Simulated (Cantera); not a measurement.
Charge: 1 mol c-C4F8, 3.3 mol H2, at 3225 °C and 10.0 mbar.

Method: chemical equilibrium by Gibbs-energy minimisation in Cantera with the NASA 1993 tables (ideal gas, pure condensed phases). Candidate condensed phases: C, C6H6, C7H8, C8H18; 95 gas species. The feed counts by its element totals alone. Equilibrium is a limit: real reactors are often held back by kinetics, nucleation or transport.

Base state: F 0.352, H 0.270, HF 0.205, C 0.0750, C3 0.0482, CF 0.0250, C2 0.0211, H2 0.00211 (mole fractions); condensed: gas only.

**Question.** What changes in the equilibrium state with this change: H2 from 3.3 to 0.06 mol?

**Answer.** 
```
species            before    after
----------------  -------  -------
F                   0.352    0.746
C                  0.0750   0.0844
C3                 0.0482   0.0688
H                   0.270  0.00469
HF                  0.205  0.00752
CF                 0.0250   0.0596
C2                 0.0211   0.0268
H2                0.00211  6.35e-7
C2H2 (acetylene)  2.95e-5  1.13e-8
CH                7.67e-5  1.50e-6
C2H               0.00119  2.61e-5
```
